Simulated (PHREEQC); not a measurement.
A solution holds 0.0024 mol BaCl2, 0.00011 mol CO2 and 0.00031 mol KCl per kg of water, at 25 °C and 10 atm. Closed to the air; pH follows from the charge balance.

The numbers come from PHREEQC with the ion-association model, phreeqc.dat.

Q: The ionic strength comes out as 0.00752 mol/kgw. What activity coefficients do Cl-, Ba+2, H+, K+, HCO3- get?

A: Cl- 0.91, Ba+2 0.70, H+ 0.92, K+ 0.91, HCO3- 0.92.

Precipitation was switched off in this run.
